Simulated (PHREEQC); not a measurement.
A solution holds 9.6 mmol/kgw H2S and 17 mmol/kgw FeCl2, at 25 °C. Closed to the air; pH follows from the charge balance.

Model: ion-association model, wateq4f.dat, run in PHREEQC.

```csv
quantity,before,after
pH,3.62,3.58
H2S (mol/kgw),0.00932,0.00928
FeCl+ (mol/kgw),0.000364,0.000726
Fe(HS)2 (mol/kgw),0.000139,0.000156
HS- (mol/kgw),5.49e-6,5.21e-6
Fe(HS)3- (mol/kgw),8.30e-8,8.80e-8
```

Problem. What was changed between the two runs?
A. diluted 5-fold with water
B. temperature from 25 to 85 °C
C. FeCl2 from 0.017 to 0.0255 mol/kgw

Solution. C, FeCl2 from 0.017 to 0.0255 mol/kgw

Precipitation was switched off in this run. Some of these states are supersaturated (in Mackinawite, FeS(ppt), for instance).
